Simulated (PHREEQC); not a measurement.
HCl is added in steps, without added water, to 1 kg of water holding 2.7 mmol/kgw MnSO4, 0.86 mmol/kgw H3AsO4, 0.55 mmol/kgw H2SO4 and 0.45 mmol/kgw NaCl, at 20 °C. The system is closed to oxygen. The system is closed to CO2. Only these solids could form: Pyrochroite, Mn3(AsO4)2:8H2O, Halite, Mirabilite.

Base run: PHREEQC, ion-association model, wateq4f.dat. Each further column changes one thing. The table gives H3AsO4 (mol/kgw).

| HCl added (mol) | base | metal-ligand complexes left out | Davies equation for every ion | all activity coefficients set to 1 | Debye-Hückel limiting law |
|---|---|---|---|---|---|
| 0 | 0.000167 | 0.000164 | 0.000166 | 0.000189 | 0.000162 |
| 0.001719 | 0.000270 | 0.000266 | 0.000268 | 0.000303 | 0.000263 |
| 0.003781 | 0.000361 | 0.000357 | 0.000358 | 0.000401 | 0.000351 |
| 0.0055 | 0.000418 | 0.000414 | 0.000414 | 0.000461 | 0.000407 |
| 0.007219 | 0.000463 | 0.000460 | 0.000459 | 0.000508 | 0.000451 |
| 0.009281 | 0.000507 | 0.000504 | 0.000503 | 0.000552 | 0.000493 |
| 0.011 | 0.000536 | 0.000534 | 0.000532 | 0.000582 | 0.000522 |

The database has no arsenate complexes of Mn.
